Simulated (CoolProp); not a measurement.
Properties of n-nonane along the isotherm 326.85 °C.

Model: reference Helmholtz-energy equation of state, Lemmon 2006, in CoolProp. It is a short technical equation, of lower accuracy than the large ones.

```csv
p (bar),phase,density (kg/m³),cp (kJ/(kg K)),Joule-Thomson coefficient (K/MPa),conductivity (mW/(m K)),Prandtl number,fugacity coefficient
0.722,gas,1.876,2.862,7.678,41.0,0.747,0.9893
1.17,gas,3.062,2.867,…,41.1,0.747,0.9827
1.88,gas,4.975,2.874,7.913,41.2,0.747,0.9723
3.04,gas,8.198,2.887,8.167,41.4,0.748,0.9553
4.92,gas,13.71,2.911,8.623,…,0.750,0.9278
7.94,gas,…,2.961,…,42.4,0.758,0.8840
12.8,gas,42.57,3.090,…,…,0.790,0.8139
20.7,gas,97.08,3.946,19.44,48.8,1.05,0.6979
33.5,supercritical,376.3,3.980,2.745,69.8,2.75,0.4981
54.1,supercritical,423.9,3.534,0.9075,76.2,2.86,0.3517
87.4,supercritical,458.6,3.384,0.3331,82.5,3.04,0.2641
141,supercritical,490.5,3.302,0.04923,89.4,3.26,0.2187
228,supercritical,522.6,3.250,-0.1149,97.5,3.53,0.2102
```

Q: Some entries are withheld; supply them.

A: 
- 1.17, Joule-Thomson coefficient (K/MPa): 7.767
- 4.92, conductivity (mW/(m K)): 41.8
- 7.94, density (kg/m³): 23.46
- 7.94, Joule-Thomson coefficient (K/MPa): 9.503
- 12.8, Joule-Thomson coefficient (K/MPa): 11.53
- 12.8, conductivity (mW/(m K)): 43.7

Viscosity comes from a separate model (Huber 2004). Thermal conductivity comes from a separate model (Huber 2005).
